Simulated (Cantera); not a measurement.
Charge: 1 mol SiCl₄, 0.45 mol O₃, 0.18 mol H₂, equilibrated at 1.00 bar.

Equilibrium computed with Cantera from the NASA thermochemical tables; the gas is ideal and each condensed phase is pure. Candidate condensed phases: H₂O, Si, SiO₂; 30 gas species. The tables hold silica as quartz up to 1696 K and as liquid above; real silica turns to tridymite and cristobalite and melts near 1996 K. The numbers say what is thermodynamically allowed, not how fast it happens.

Q: At 1198 K, list the 4 most abundant gas species with their mole fractions, and the condensed phases.

A: Cl₂ 0.628, HCl 0.194, SiCl₄ 0.175, Cl 0.00367. Condensed: SiO₂(β-quartz).
